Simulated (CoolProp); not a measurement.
A single-stage vapour-compression cycle with ammonia: evaporating at 206.15 K (dew point), condensing at 273.15 K (bubble point), superheat 10 K, subcooling 0 K, compressor efficiency 0.9, no pressure losses. Each further row changes one setting.

Values from CoolProp's reference Helmholtz-energy equation of state, Gao 2020.

| case | cooling COP | pressure ratio | discharge temperature (K) | refrigerating effect (kJ/kg) | volumetric capacity (kJ/m³) |
|---|---|---|---|---|---|
| as stated | (withheld) | 31.7 | 499.0 | 1180 | 153 |
| evaporating temperature 211.15 K | (withheld) | 22.5 | (withheld) | 1190 | (withheld) |
| condensing temperature 268.15 K | 2.11 | (withheld) | 479.2 | 1210 | 156 |
| subcooling 5 K | 1.95 | 31.7 | 499.0 | 1210 | 156 |
| superheat 20 K | (withheld) | 31.7 | (withheld) | 1200 | 148 |
| compressor efficiency 0.8 | (withheld) | 31.7 | 529.8 | 1180 | 153 |

Task: Fill in the missing entries.

Result: 
- as stated, cooling COP: 1.91
- evaporating temperature 211.15 K, cooling COP: 2.19
- evaporating temperature 211.15 K, discharge temperature (K): 472.4
- evaporating temperature 211.15 K, volumetric capacity (kJ/m³): 213
- condensing temperature 268.15 K, pressure ratio: 26.2
- superheat 20 K, cooling COP: 1.86
- superheat 20 K, discharge temperature (K): 517.9
- compressor efficiency 0.8, cooling COP: 1.70
